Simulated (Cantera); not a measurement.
# Low-pressure radical oxidation in H2/O2

A perfectly stirred reactor is fed with H2 : O2 : N2 = 0.45 : 1 : 0.18 (molar parts), equivalence ratio 0.23, at 2670 Pa; it is held at 1125 K, and followed from long to short residence time.

Computed with Cantera and the H2/O2 subset of GRI-Mech 3.0, which has no nitrogen chemistry. Radical loss at walls, strong at low pressure, is not modelled. The temperature is held fixed by assumption; the heat of reaction is taken as removed at once.

| τ (s) | x H2 | x O2 | x H2O2 | x O | x H2O |
|---|---|---|---|---|---|
| 3.0 | 0.000367 | 0.551 | 6.14e-7 | 0.000406 | 0.319 |
| 0.85 | 0.000824 | 0.551 | 8.51e-7 | 0.000940 | 0.318 |
| 0.24 | 0.00182 | 0.550 | 1.09e-6 | 0.00215 | 0.316 |
| 0.069 | 0.00390 | 0.547 | 1.28e-6 | 0.00475 | 0.311 |
| 0.020 | 0.00811 | 0.543 | 1.35e-6 | 0.0101 | 0.301 |
| 0.0055 | 0.0169 | 0.533 | 1.26e-6 | 0.0205 | 0.274 |
| 0.0016 | 0.0325 | 0.520 | 1.07e-6 | 0.0334 | 0.227 |
| 0.00045 | 0.0656 | 0.519 | 9.71e-7 | 0.0370 | 0.168 |
| 0.00013 | 0.146 | 0.552 | 7.80e-7 | 0.0235 | 0.0943 |
x: mole fraction; the columns are a selection and need not sum to one.
